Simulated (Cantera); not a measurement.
# Equilibrium for hydrogen reduction and annealing atmospheres: TiO₂ + H₂

A closed system holds: 1 mol TiO₂, 98 mol H₂, held at 0.670 bar.

Equilibrium computed with Cantera from the NASA thermochemical tables; the gas is ideal and each condensed phase is pure. Candidate condensed phases: H₂O, Ti, TiO, TiO₂, Ti₂O₃, Ti₃O₅, Ti₄O₇; 12 gas species. Mutual solubility and eutectic melting of coexisting phases are not modelled. Condensed phases not in the tables: Magnéli phases beyond Ti₄O₇. Rates play no part.

```json
[
 {"T (K)": "1273", "log p H₂": "-0.17", "log p H₂O": "-2.81", "log p H": "-6.23", "n TiO₂(rutile)": "0.101", "n Ti₄O₇(s)": "0.225", "n Ti₃O₅(s)": "0"},
 {"T (K)": "1298", "log p H₂": "-0.18", "log p H₂O": "-2.77", "log p H": "-6.06", "n TiO₂(rutile)": "0", "n Ti₄O₇(s)": "0.250", "n Ti₃O₅(s)": "0"},
 {"T (K)": "1323", "log p H₂": "-0.18", "log p H₂O": "-2.77", "log p H": "-5.89", "n TiO₂(rutile)": "0", "n Ti₄O₇(s)": "0.250", "n Ti₃O₅(s)": "0"},
 {"T (K)": "1348", "log p H₂": "-0.18", "log p H₂O": "-2.77", "log p H": "-5.72", "n TiO₂(rutile)": "0", "n Ti₄O₇(s)": "0.250", "n Ti₃O₅(s)": "0"},
 {"T (K)": "1373", "log p H₂": "-0.18", "log p H₂O": "-2.77", "log p H": "-5.57", "n TiO₂(rutile)": "0", "n Ti₄O₇(s)": "0.250", "n Ti₃O₅(s)": "0"},
 {"T (K)": "1398", "log p H₂": "-0.18", "log p H₂O": "-2.77", "log p H": "-5.41", "n TiO₂(rutile)": "0", "n Ti₄O₇(s)": "0.250", "n Ti₃O₅(s)": "0"},
 {"T (K)": "1423", "log p H₂": "-0.18", "log p H₂O": "-2.77", "log p H": "-5.27", "n TiO₂(rutile)": "0", "n Ti₄O₇(s)": "0.250", "n Ti₃O₅(s)": "0"},
 {"T (K)": "1448", "log p H₂": "-0.18", "log p H₂O": "-2.75", "log p H": "-5.12", "n TiO₂(rutile)": "0", "n Ti₄O₇(s)": "0.211", "n Ti₃O₅(s)": "0.0519"}
]
```
log p: log10 of the partial pressure in bar; n: condensed amount in mol.

At 1273 K the condensed part is TiO₂(rutile) + Ti₄O₇(s). From 1298 K to 1423 K the condensed part is Ti₄O₇(s). At 1448 K the condensed part is Ti₃O₅(s) + Ti₄O₇(s).
